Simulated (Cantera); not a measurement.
# Thermodynamics of silicon etching in halogen gases, feed Si + Br₂ + H₂

Feed: 1 mol Si, 3.1 mol Br₂, 4.7 mol H₂, equilibrated at 47.0 Pa.

These are equilibrium values from Cantera (NASA tables, ideal gas, pure condensed phases), not measurements of a reactor. Candidate condensed phases: Br₂, Si; 19 gas species. The tables' values for SiBr₃, SiBr are old estimates; treat these amounts as uncertain. Rates play no part.

From 975 K to 1675 K nothing is condensed. The main Si-bearing gas is SiBr₄ at 975 K and SiBr₂ at 1675 K.

```tsv
T (K)	log p H₂	log p HBr	log p Br	log p SiBr₄	log p SiBr₂
975	-3.61	-3.81	-7.63	-4.17	-6.07
1075	-3.64	-3.76	-6.80	-4.28	-4.93
1175	-3.72	-3.66	-6.03	-4.65	-4.43
1275	-3.78	-3.62	-5.43	-5.31	-4.27
1375	-3.79	-3.62	-4.97	-6.09	-4.24
1475	-3.78	-3.66	-4.61	-6.87	-4.24
1575	-3.76	-3.71	-4.33	-7.62	-4.25
1675	-3.74	-3.80	-4.12	-8.37	-4.26
```
log p: log10 of the partial pressure in bar; nothing condenses.
